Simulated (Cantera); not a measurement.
Transport properties of process gases

Gas mixture: 36.1 % C₂H₄, 63.9 % H₂O, at 143 Torr, frozen composition.

Cantera's kinetic-theory transport with the Lennard-Jones parameters of GRI-Mech 3.0, ideal gas; thermal conductivity in the multicomponent form. Polar gases are described roughly by these parameters. The composition is frozen, though it would react at the higher temperatures.

| T (K) | ρ (kg/m³) | cp (J/kg/K) | μ (µPa s) | λ (mW/m/K) | Pr | D (cm²/s) NO | D (cm²/s) N₂ | D (cm²/s) H₂ |
|---|---|---|---|---|---|---|---|---|
| 400 | 0.124 | 1890 | 13.8 | 36.9 | 0.706 | 1.79 | 1.82 | 6.73 |
| 500 | 0.0989 | 2079 | 17.2 | 50.2 | 0.711 | 2.69 | 2.74 | 9.97 |
| 600 | 0.0824 | 2256 | 20.5 | 64.6 | 0.717 | 3.74 | 3.80 | 13.7 |
| 700 | 0.0706 | 2411 | 23.7 | 79.2 | 0.722 | 4.91 | 4.99 | 17.8 |
| 800 | 0.0618 | 2544 | 26.9 | 93.9 | 0.727 | 6.21 | 6.30 | 22.4 |
| 900 | 0.0549 | 2663 | 29.9 | 109 | 0.731 | 7.61 | 7.73 | 27.3 |
| 1000 | 0.0495 | 2789 | 32.8 | 124 | 0.736 | 9.13 | 9.26 | 32.6 |
| 1100 | 0.0450 | 2896 | 35.6 | 140 | 0.739 | 10.7 | 10.9 | 38.2 |
D: mixture-averaged diffusion coefficient of that species in the mixture.
